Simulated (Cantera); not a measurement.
A perfectly stirred reactor is fed with H₂ : O₂ : N₂ = 1 : 0.625 : 5.44 (molar parts), equivalence ratio 0.80, at 263 Torr; it is adiabatic with a 625 K inlet, and is followed from long to short residence time, starting on the burning branch (τ in s: 0.44, 0.16, 0.059, 0.022, 0.0081, 0.003, 0.0011, 0.00041, 0.00015, 5.6e-05).

Computed with Cantera and GRI-Mech 3.0 (53 species, 325 reactions).

Question: What does this change do: inlet temperature 625 to 775 K?

Answer: 
```json
[
 {"quantity": "blow-out, bracketed by the residence times tried", "before": "burning at 0.410 ms, out at 0.150 ms", "after": "burning at 0.150 ms, out at 56.0 µs"},
 {"quantity": "x(H₂) at τ = 0.440 s", "before": "0.000745", "after": "0.000893"},
 {"quantity": "x(O₂) at τ = 0.440 s", "before": "0.0190", "after": "0.0189"},
 {"quantity": "x(NO₂) at τ = 0.440 s", "before": "4.07e-9", "after": "1.14e-8"},
 {"quantity": "x(H₂O) at τ = 0.440 s", "before": "0.151", "after": "0.150"},
 {"quantity": "x(NO) at τ = 0.440 s", "before": "1.50e-5", "after": "5.09e-5"},
 {"quantity": "x(H₂) at τ = 3.00 ms", "before": "0.0101", "after": "0.0112"},
 {"quantity": "x(O₂) at τ = 3.00 ms", "before": "0.0235", "after": "0.0236"},
 {"quantity": "x(NO₂) at τ = 3.00 ms", "before": "9.87e-10", "after": "1.27e-9"},
 {"quantity": "x(H₂O) at τ = 3.00 ms", "before": "0.133", "after": "0.131"},
 {"quantity": "x(NO) at τ = 3.00 ms", "before": "1.62e-5", "after": "2.34e-5"}
]
```

Question: What does this change do: H2 1 to 1.3 parts?

Answer: 
```csv
quantity,before,after
"blow-out, bracketed by the residence times tried","burning at 0.410 ms, out at 0.150 ms","burning at 0.150 ms, out at 56.0 µs"
x(H₂) at τ = 0.440 s,0.000745,0.0102
x(O₂) at τ = 0.440 s,0.0190,0.00121
x(NO₂) at τ = 0.440 s,4.07e-9,1.34e-9
x(H₂O) at τ = 0.440 s,0.151,0.181
x(NO) at τ = 0.440 s,1.50e-5,6.10e-5
x(H₂) at τ = 3.00 ms,0.0101,0.0233
x(O₂) at τ = 3.00 ms,0.0235,0.00984
x(NO₂) at τ = 3.00 ms,9.87e-10,6.85e-10
x(H₂O) at τ = 3.00 ms,0.133,0.154
x(NO) at τ = 3.00 ms,1.62e-5,2.76e-5
```
